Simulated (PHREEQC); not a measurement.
A solution holds 0.35 mol NaH2PO4 and 0.087 mol HNO3 per kg of water, at 25 °C. Closed to the air; pH follows from the charge balance.

All values are PHREEQC results (ion-association model, phreeqc.dat), not measurements.

This is a speciation only: nothing precipitates in the calculation.

### Question
Predict the pH, density.

### Answer
pH 2.49; density 1.029 g/cm³.

### Question
In which forms is P present?

### Answer
H2PO4- 76 %, H3PO4 24 % of the P.
